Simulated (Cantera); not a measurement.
A closed system holds: 1 mol Al, a varied amount of H₂O, 2.1 mol N₂, at 677 °C and 1 atm.

Method: chemical equilibrium by Gibbs-energy minimisation in Cantera with the NASA 1993 tables (ideal gas, pure condensed phases). Candidate condensed phases: Al, AlN, Al₂O₃, H₂O; 35 gas species. The numbers say what is thermodynamically allowed, not how fast it happens.

Problem. At 1.8 mol H₂O, list the 4 most abundant gas species with their mole fractions, and the condensed phases.

Solution. N₂ 0.538, H₂ 0.384, H₂O 0.0769, NH₃ 0.000146. Condensed: Al₂O₃(s).
